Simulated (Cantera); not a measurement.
Input: 1 mol c-C4F8, 0.22 mol F2, 2.4 mol H2, 0.062 mol CH4, held at 1652 °C and 1.33 mbar.

Equilibrium computed with Cantera from the NASA thermochemical tables; the gas is ideal and each condensed phase is pure. Candidate condensed phases: C, C6H6, C7H8, C8H18; 95 gas species. The feed counts by its element totals alone. Gases not in the tables: C2F6 and larger saturated fluorocarbons. Rates play no part.

Base state: HF 0.807, CF4 0.0984, CF2 0.0502, F 0.0431, CF3 0.00158, CF 0.000136 (mole fractions); condensed: C(graphite).

Problem. What changes in the equilibrium state with this change: CH4 from 0.062 to 1.3 mol?

Solution. 
```json
[
 {"species": "HF", "before": "0.807", "after": "0.912"},
 {"species": "H2", "before": "2.15e-8", "after": "0.0805"},
 {"species": "H", "before": "3.84e-6", "after": "0.00743"},
 {"species": "CF4", "before": "0.0984", "after": "<1e-9"},
 {"species": "CF2", "before": "0.0502", "after": "1.71e-8"},
 {"species": "F", "before": "0.0431", "after": "2.52e-5"},
 {"species": "CF3", "before": "0.00158", "after": "<1e-9"},
 {"species": "C2H2 (acetylene)", "before": "<1e-9", "after": "3.69e-5"},
 {"species": "C(graphite), mol", "before": "3.12", "after": "5.30"}
]
```
